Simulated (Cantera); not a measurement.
A freely propagating, adiabatic, planar premixed flame of CH₄ : O₂ : N₂ = 1 : 2.99 : 11.2 (molar parts), equivalence ratio 0.67, unburnt at 323 K and 0.188 atm; unity-Lewis-number transport, grid criteria slope 0.08 and curve 0.16, no radiation.

Computed with Cantera and GRI-Mech 3.0 (53 species, 325 reactions). Unity Lewis numbers drop preferential diffusion, which matters most where H2 and H carry the flame. Burning velocities carry a grid error of a few per cent, more on coarse grids.

### Question
Predict: laminar burning velocity; thermal thickness; peak x(HCN); peak x(OH); peak x(CO); peak x(C₂H₆).

### Answer
| Quantity | Result |
|---|---|
| laminar burning velocity | 31.1 cm/s |
| thermal thickness | 2.41 mm |
| peak x(HCN) | 1.31e-7 |
| peak x(OH) | 0.00559 |
| peak x(CO) | 0.0258 |
| peak x(C₂H₆) | 0.000296 |
